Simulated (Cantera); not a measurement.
Input: 1 mol SiH4, 1.2 mol CO2, 1.3 mol H2, equilibrated at 13.3 mbar.

Cantera equilibrium calculation (NASA polynomials, part measured and part estimated; ideal gas, pure solids and liquids). Candidate condensed phases: C, C6H6, C7H8, C8H18, H2O, Si, SiC, SiO2; 123 gas species. Rates play no part. All values below are at 377 °C.

Base state: H2 0.701, CH4 0.171, H2O 0.112, CO2 0.0117, CO 0.00469 (mole fractions); condensed: C(graphite) + SiO2(α-quartz).

### Question
What changes in the equilibrium state with this change: pressure from 13.3 mbar to 1.33 mbar?

### Answer
| species | before | after |
|---|---|---|
| H2 | 0.701 | 0.875 |
| H2O | 0.112 | 0.0586 |
| CH4 | 0.171 | 0.0265 |
| CO | 0.00469 | 0.0197 |
| CO2 | 0.0117 | 0.0206 |
| C(graphite), mol | 0.666 | 0.976 |
| SiO2(α-quartz), mol | 1.00 | 1.00 |

### Question
What changes in the equilibrium state with this change: pressure from 13.3 mbar to 0.100 bar?

### Answer
| species | before | after |
|---|---|---|
| CH4 | 0.171 | 0.430 |
| H2 | 0.701 | 0.407 |
| H2O | 0.112 | 0.153 |
| CO2 | 0.0117 | 0.00868 |
| CO | 0.00469 | 0.00148 |
| C(graphite), mol | 0.666 | 0.177 |
| SiO2(α-quartz), mol | 1.00 | 1.00 |
